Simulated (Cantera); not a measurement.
Charge: 1 mol SiCl₄, 0.95 mol O₂, 9.3 mol NO, held at 852 °C and 0.133 bar.

These are equilibrium values from Cantera (NASA tables, ideal gas, pure condensed phases), not measurements of a reactor. Candidate condensed phases: Si, SiO₂, Si₂N₂O, Si₃N₄; 23 gas species. Equilibrium is a limit: real reactors are often held back by kinetics, nucleation or transport.

Base state: N₂ 0.413, O₂ 0.408, Cl₂ 0.176, Cl 0.00236, NO 0.000107, ClO 2.53e-5 (mole fractions); condensed: SiO₂(β-quartz).

Problem. What changes in the equilibrium state with this change: pressure from 0.133 bar to 12.0 mbar?

Solution. 
```csv
species,before,after
N₂,0.413,0.412
O₂,0.408,0.407
Cl₂,0.176,0.173
Cl,0.00236,0.00779
ClO,2.53e-5,2.50e-5
NO,0.000107,0.000107
"SiO₂(β-quartz), mol",1.00,1.00
```
